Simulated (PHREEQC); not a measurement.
A solution holds 0.44 mol/kgw Na2SO4, 0.09 mol/kgw Na2B4O7 and 0.0014 mol/kgw H4SiO4, at 25 °C. Closed to the air; pH follows from the charge balance.

Model: Pitzer model, pitzer.dat, run in PHREEQC.

No solid was allowed to form.

**Question.** What pH, ionic strength does the model give?

**Answer.** pH 9.06; ionic strength 1.53 mol/kgw.

**Question.** In which forms is Si present?

**Answer.** H4SiO4 70 %, H3SiO4- 30 % of the Si.

Species that the database lacks are ignored. In brines, pH and single-ion activities rest on the MacInnes convention.
